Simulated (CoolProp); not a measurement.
Values from CoolProp's reference Helmholtz-energy equation of state, Akasaka 2022.

### Question
For R1233zd(E), give the phase and the density (kg/m³), cp (kJ/(kg K)), expansivity (1/kK), fugacity coefficient at 29.65 °C and 0.819 MPa; 40.95 °C and 0.819 MPa; 131.35 °C and 0.819 MPa.

### Answer
- 29.65 °C and 0.819 MPa: liquid; density 1250, cp 1.19, expansivity 1.95, fugacity coefficient 0.182
- 40.95 °C and 0.819 MPa: liquid; density 1230, cp 1.22, expansivity 2.08, fugacity coefficient 0.260
- 131.35 °C and 0.819 MPa: gas; density 36.0, cp 1.00, expansivity 3.75, fugacity coefficient 0.894
